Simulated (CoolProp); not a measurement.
Vapour pressure (bar) of diethyl ether: the reference equation beside estimates from Tc = 467.9 K, pc = 37.17 bar, ω = 0.282. Clausius-Clapeyron is anchored at 359.8 K with a constant enthalpy of vaporisation of 22.73 kJ/mol.

Model: reference Helmholtz-energy equation of state, Thol 2014, in CoolProp.

```csv
T (K),reference,Lee-Kesler,Clausius-Clapeyron,van der Waals,Soave-Redlich-Kwong,Peng-Robinson
290,0.5181,0.5073,0.7647,3.885,0.5103,0.5187
301.6,0.8145,0.8017,1.099,4.826,0.8038,0.8110
313.3,1.235,1.221,1.542,5.918,1.222,1.225
324.9,1.803,1.790,2.105,7.151,1.789,1.785
336.6,2.562,2.551,2.820,8.554,2.550,2.534
348.2,3.534,3.527,3.697,10.11,3.527,3.496
359.8,4.762,4.760,4.762,11.84,4.768,4.715
371.5,6.299,6.302,6.049,13.76,6.328,6.248
383.1,8.162,8.170,7.559,15.85,8.224,8.115
394.8,10.43,10.44,9.340,18.15,10.54,10.39
406.4,13.10,13.12,11.38,20.63,13.27,13.10
418,16.26,16.28,13.72,23.30,16.49,16.30
```

Absolute difference from the reference over all 12 rows, mean and median: Lee-Kesler 0.6 and 0.2 %, Clausius-Clapeyron 15.8 and 11.8 %, van der Waals 231.2 and 167.4 %, Soave-Redlich-Kwong 0.9 and 0.9 %, Peng-Robinson 0.6 and 0.7 %.
